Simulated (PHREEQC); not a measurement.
1.2 g of hydrous ferric oxide (600 m²/g; 0.2 weak and 0.005 strong sites per Fe, Dzombak-Morel constants, diffuse double layer) in 1 kg of water with 0.1 mol/kgw of an inert sodium salt and 7.9e-06 mol/kgw MnCl2 and 0.0058 mol/kgw ZnSO4, at 25 °C; the pH is set by adding NaOH or the inert anion's acid. The system is closed to oxygen. No CO2 enters from the air. Precipitation was switched off in this run.

Base run: PHREEQC, ion-association model, wateq4f.dat. Each further column changes one thing. The table gives S sorbed (%).

```tsv
pH	base	no electrostatic term (-no_edl)	background salt from 0.1 to 0.01 mol/kgw	oxide from 1.2 to 6 g/kgw	0.0014 mol/kgw CuSO4 added
3	19.3	0.2	21.7	84.8	15.7
4	19.2	0.2	21.6	___	15.6
4.5	18.8	0.2	21.2	82.0	15.3
5.5	15.7	0.2	18.0	68.3	12.5
6.5	11.4	0.0	13.6	___	9.5
7.5	10.1	0.0	12.6	29.7	8.1
8	8.6	0.0	11.5	17.6	7.1
9	3.1	0.0	5.5	1.4	___
```

Problem. Some entries are withheld; supply them.

Solution. 
- 4, oxide from 1.2 to 6 g/kgw: 84.0
- 6.5, oxide from 1.2 to 6 g/kgw: 48.0
- 9, 0.0014 mol/kgw CuSO4 added: 2.9

In at least one series the solution becomes supersaturated in solids that the run did not let form, among them Zn(OH)2-e, Zn4(OH)6SO4, Zn5(OH)8Cl2. The oxide is taken as insoluble; below pH 4 it would dissolve. The database's constant for dissolved Cu(OH)2 is higher than later reviews accept.
